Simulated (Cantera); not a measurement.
# Equilibrium for carbon deposition, reforming and gasification: C2H2 + NH3 + N2

Input: 1 mol C2H2, 1 mol NH3, a varied amount of N2, equilibrated at 3048 K and 1280 Torr.

Cantera equilibrium calculation (NASA polynomials, part measured and part estimated; ideal gas, pure solids and liquids). Candidate condensed phases: C, C6H6, C7H8, C8H18; 92 gas species. Rates play no part.

```csv
n(N2) (mol),x N2,x H2,x HCN,x H,x HNC,x C2H2 (acetylene),x CN,x C2N2,n C(graphite)
5.4,0.631,0.196,0.0763,0.0620,0.0150,0.0140,0.00260,0.000725,0.888
6.5,0.668,0.170,0.0730,0.0577,0.0143,0.0121,0.00268,0.000767,0.823
7.9,0.705,0.144,0.0691,0.0531,0.0135,0.0103,0.00275,0.000809,0.749
9.7,0.741,0.120,0.0646,0.0484,0.0126,0.00854,0.00282,0.000850,0.664
12,0.775,0.0976,0.0597,0.0437,0.0117,0.00696,0.00289,0.000890,0.568
14,0.798,0.0836,0.0560,0.0405,0.0110,0.00596,0.00293,0.000916,0.493
17,0.824,0.0682,0.0514,0.0366,0.0101,0.00486,0.00298,0.000945,0.391
21,0.849,0.0540,0.0464,0.0325,0.00910,0.00385,0.00302,0.000974,0.270
26,0.871,0.0422,0.0416,0.0288,0.00815,0.00301,0.00306,0.001000,0.138
32,0.890,0.0329,0.0371,0.0254,0.00726,0.00234,0.00309,0.00102,0
38,0.905,0.0275,0.0320,0.0232,0.00627,0.00172,0.00292,0.000908,0
```
x: gas mole fraction; n: condensed amount in mol.

From 5.4 mol N2 to 26 mol N2 the condensed part is C(graphite). From 32 mol N2 to 38 mol N2 nothing is condensed. The main C-bearing gas is HCN throughout.
